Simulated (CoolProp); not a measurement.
Sulfur dioxide along the isobar 9.51 MPa: Z from the reference equation and from simpler models built on Tc = 157.5 °C, pc = 7.887 MPa, ω = 0.256; each cubic takes its own stable root.

Model: reference Helmholtz-energy equation of state, Gao 2016, in CoolProp.

| T (°C) | phase | reference | van der Waals | Soave-Redlich-Kwong |
|---|---|---|---|---|
| -13.65 | liquid | 0.1902 | 0.3171 | (withheld) |
| 15.05 | liquid | 0.1801 | 0.2975 | 0.2003 |
| 43.65 | liquid | 0.1732 | 0.2838 | 0.1930 |
| 72.35 | liquid | (withheld) | 0.2755 | 0.1904 |
| 100.95 | liquid | 0.1700 | 0.2732 | 0.1939 |
| 129.65 | liquid | 0.1774 | 0.2798 | (withheld) |
| 158.35 | supercritical | 0.2104 | 0.3089 | 0.2618 |
| 186.95 | supercritical | 0.5475 | (withheld) | (withheld) |
| 215.65 | supercritical | 0.6868 | 0.6487 | 0.7032 |

What belongs in the gaps?


- -13.65, Soave-Redlich-Kwong: 0.2122
- 72.35, reference: 0.1696
- 129.65, Soave-Redlich-Kwong: 0.2083
- 186.95, van der Waals: 0.5056
- 186.95, Soave-Redlich-Kwong: 0.5698
